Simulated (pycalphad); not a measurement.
# Effect of Si content in Al-Si

CALPHAD calculation (pycalphad, COST 507 light-alloy database (1999)), 1 atm. The database dates from 1999; later assessments differ in places, in temperatures and in the compounds included. Phase fractions are per mole of atoms.

One of these alloys has its liquidus at 1478 K, its solidus at 850 K, and holds LIQUID 0.52, DIAMOND_A4 0.48 at 1150 K. Which?
A) Al-33.59Si (wt.%)
B) Al-66.3Si (wt.%)
C) Al-50.05Si (wt.%)

B, Al-66.3Si (wt.%). The others: Al-33.59Si (wt.%), liquidus 1139, solidus 850; Al-50.05Si (wt.%), liquidus 1326, solidus 850

DIAMOND_A4 is diamond (Si).
